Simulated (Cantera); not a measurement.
Cantera run:

```python
import numpy as np
import cantera as ct

gas_names = """
    H HNO HNO2 HNO3 HO2 H2 H2O H2O2 N NH NH2 NH3 NH2OH NO NO2 NO3 N2 N2H2 N2H4 N2O O OH O2 O3 Pb PbO Pb2
""".split()
cond_names = """
    H2O(s) H2O(L) Pb(cr) Pb(L) PbO(rd) PbO(yw) PbO(L) PbO2(s) Pb3O4(s)
""".split()


# ... load() reads the species with a 1 bar reference pressure and builds the phases ...
atoms = {
    'PbO': {'Pb': 1, 'O': 1},
    'H2': {'H': 2},
    'N2': {'N': 2},
}
top_T = {'Pb3O4(s)': 820}  # K; cautious upper limits of use, not melting points


# ... equilibrate(T, P, feed) seeds the gas with the atoms and calls Mixture.equilibrate('TP', solver="vcs", rtol=1e-11, max_steps=5000) ...
results = []
feed = {'PbO': 1, 'H2': 0.33, 'N2': 0.72}  # mol
P = 210  # Pa
for T in [848, 923, 998, 1073, 1148, 1223, 1298, 1373, 1448, 1523, 1598]:
    mix = equilibrate(T, P, feed)
    results.append((T, P, feed, dict(zip(mix.species_names, mix.species_moles))))
    x = sorted(zip(gas.X, gas.species_names), reverse=True)
    print(f"T = {T:g} K  P = {P:g} Pa  gas = {mix.phase_moles(0):.4g} mol")
    print("   x: " + "  ".join(f"{s} {v:.3e}" for v, s in x if v > 1e-05))
    print("   condensed (mol): " + ("  ".join(f"{mix.phase(i).name} {mix.phase_moles(i):.4g}"
          for i in range(1, mix.n_phases) if mix.phase_moles(i) > 1e-12) or "none"))
```

Result:

```
T = 848 K  P = 210 Pa  gas = 1.05 mol
   x: N2 6.856e-01  H2O 3.142e-01  Pb 1.425e-04  H2 2.496e-05
   condensed (mol): Pb(L) 0.3298  PbO(yw) 0.67
T = 923 K  P = 210 Pa  gas = 1.051 mol
   x: N2 6.849e-01  H2O 3.139e-01  Pb 1.208e-03  H2 3.444e-05
   condensed (mol): Pb(L) 0.3287  PbO(yw) 0.67
T = 998 K  P = 210 Pa  gas = 1.058 mol
   x: N2 6.806e-01  H2O 3.119e-01  Pb 7.377e-03  PbO 1.357e-04  H2 4.560e-05
   condensed (mol): Pb(L) 0.3221  PbO(yw) 0.6699
T = 1073 K  P = 210 Pa  gas = 1.089 mol
   x: N2 6.609e-01  H2O 3.029e-01  Pb 3.480e-02  PbO 1.385e-03  H2 5.730e-05
   condensed (mol): Pb(L) 0.292  PbO(yw) 0.6686
T = 1148 K  P = 210 Pa  gas = 1.226 mol
   x: N2 5.871e-01  H2O 2.690e-01  Pb 1.334e-01  PbO 1.031e-02  H2 6.431e-05
   condensed (mol): Pb(L) 0.1663  PbO(yw) 0.6574
T = 1223 K  P = 210 Pa  gas = 1.455 mol
   x: N2 4.948e-01  Pb 2.267e-01  H2O 2.267e-01  PbO 5.166e-02  H2 4.049e-05
   condensed (mol): PbO(L) 0.5949
T = 1298 K  P = 210 Pa  gas = 1.745 mol
   x: N2 4.125e-01  PbO 2.076e-01  Pb 1.903e-01  H2O 1.890e-01  O2 5.926e-04  OH 1.518e-05  NO 1.502e-05  H2 1.419e-05
   condensed (mol): PbO(L) 0.3056
T = 1373 K  P = 210 Pa  gas = 2.062 mol
   x: N2 3.491e-01  PbO 3.129e-01  Pb 1.719e-01  H2O 1.600e-01  O2 5.920e-03  NO 6.938e-05  OH 5.660e-05  H2 1.344e-05
   condensed (mol): none
T = 1448 K  P = 210 Pa  gas = 2.079 mol
   x: N2 3.462e-01  PbO 2.941e-01  Pb 1.868e-01  H2O 1.586e-01  O2 1.394e-02  NO 1.606e-04  OH 1.462e-04  H2 2.698e-05
   condensed (mol): none
T = 1523 K  P = 210 Pa  gas = 2.105 mol
   x: N2 3.419e-01  PbO 2.663e-01  Pb 2.088e-01  H2O 1.566e-01  O2 2.577e-02  OH 3.296e-04  NO 3.154e-04  H2 5.450e-05  O 1.933e-05
   condensed (mol): none
T = 1598 K  P = 210 Pa  gas = 2.137 mol
   x: N2 3.367e-01  Pb 2.350e-01  PbO 2.331e-01  H2O 1.540e-01  O2 3.985e-02  OH 6.668e-04  NO 5.464e-04  H2 1.091e-04  O 6.169e-05  H 1.213e-05
   condensed (mol): none
```

Equilibrium computed with Cantera from the NASA thermochemical tables; the gas is ideal and each condensed phase is pure. Mutual solubility and eutectic melting of coexisting phases are not modelled. Gases not in the tables: (PbO)n polymers.
